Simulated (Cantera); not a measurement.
**Gas-phase reforming**

An isothermal, constant-pressure homogeneous reactor starts with CH4 : H2O = 1 : 0.78 (molar parts), at 1348 K and 100000 Pa.

Model: GRI-Mech 3.0 (53 species, 325 reactions), integrated in Cantera.

| t (s) | x CH4 | x H2O | x CH2 | x O | x CO |
|---|---|---|---|---|---|
| 1.00e-6 | 0.562 | 0.438 | <1e-12 | <1e-12 | <1e-12 |
| 5.24e-6 | 0.562 | 0.438 | <1e-12 | <1e-12 | <1e-12 |
| 2.75e-5 | 0.562 | 0.438 | <1e-12 | <1e-12 | <1e-12 |
| 0.000144 | 0.562 | 0.438 | <1e-12 | <1e-12 | <1e-12 |
| 0.000756 | 0.562 | 0.438 | 1.24e-11 | <1e-12 | 5.47e-12 |
| 0.00397 | 0.562 | 0.438 | 2.01e-11 | <1e-12 | 8.66e-10 |
| 0.0208 | 0.561 | 0.438 | 3.51e-11 | <1e-12 | 4.76e-8 |
| 0.109 | 0.558 | 0.438 | 7.52e-11 | <1e-12 | 2.64e-6 |
| 0.572 | 0.535 | 0.432 | 9.09e-11 | <1e-12 | 4.28e-5 |
| 3.00 | 0.443 | 0.406 | 1.38e-10 | <1e-12 | 0.000610 |
x: mole fraction; the columns are a selection and need not sum to one.

Equilibrium at this temperature and pressure: CH4 0.0640, H2O 4.18e-5, CH2 6.52e-12, O <1e-12, CO 0.233 (gas phase only).
